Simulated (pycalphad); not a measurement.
Computed with pycalphad from the COST 507 light-alloy database (1999), at 1 atm. The database dates from 1999; later assessments differ in places, in temperatures and in the compounds included. Amounts are mole fractions of atoms. Kinetics are ignored, which matters at the lower temperatures.

Give the equilibrium state of Hf-1.81C (at.%) at 377 °C.


```
T = 650.00 K, P = 101325 Pa, N = 1 mol of atoms
G = -36650 J/mol, H = 5117 J/mol, S = 64.26 J/(mol K)  (SER reference)
chemical potentials (J/mol): Hf -32663, C -252951
phase             fraction      x(Hf)       x(C)
HCP_A3              0.9985     0.9824     0.0176
FCC_A1              0.0015     0.6231     0.3769
```

Give the equilibrium state of Hf-1.81C (at.%) at 2127 °C.


```
T = 2400.00 K, P = 101325 Pa, N = 1 mol of atoms
G = -193069 J/mol, H = 67871 J/mol, S = 108.73 J/(mol K)  (SER reference)
chemical potentials (J/mol): Hf -190233, C -346914
phase             fraction      x(Hf)       x(C)
HCP_A3              0.6389     0.9736     0.0264
BCC_A2              0.3611     0.9965     0.0035
```

FCC_A1 is fcc; BCC_A2 is bcc; HCP_A3 is hcp. The fcc model also describes the rock-salt carbide or nitride (TiC, TiN, HfC).
